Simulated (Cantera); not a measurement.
Moist CO burnout

A perfectly stirred reactor is fed with 1.10 % CO, 6.66 % O2, 0.118 % H2O, 92.1 % N2, equivalence ratio 0.082, at 6980 Torr; it is held at 1100 K, and followed from long to short residence time.

Cantera simulation using GRI-Mech 3.0 (53 species, 325 reactions); the numbers are that mechanism's predictions, not measurements.

| τ (s) | x CO | x O2 | x H2O | x N2O | x NO2 |
|---|---|---|---|---|---|
| 0.41 | 0.00655 | 0.0646 | 0.00118 | 8.19e-7 | 7.05e-9 |
| 0.17 | 0.00850 | 0.0655 | 0.00118 | 4.18e-7 | 1.66e-9 |
| 0.070 | 0.00982 | 0.0661 | 0.00118 | 1.86e-7 | 3.13e-10 |
| 0.029 | 0.0105 | 0.0664 | 0.00117 | 7.50e-8 | 4.84e-11 |
| 0.012 | 0.0108 | 0.0666 | 0.00118 | 2.55e-8 | 5.07e-12 |
| 0.0048 | 0.0110 | 0.0666 | 0.00118 | 4.30e-9 | <1e-12 |
| 0.0020 | 0.0110 | 0.0666 | 0.00118 | 4.53e-10 | <1e-12 |
| 0.00080 | 0.0110 | 0.0666 | 0.00118 | 1.10e-10 | <1e-12 |
| 0.00033 | 0.0110 | 0.0666 | 0.00118 | 3.20e-11 | <1e-12 |
| 0.00014 | 0.0110 | 0.0666 | 0.00118 | 8.91e-12 | <1e-12 |
x: mole fraction; the columns are a selection and need not sum to one.
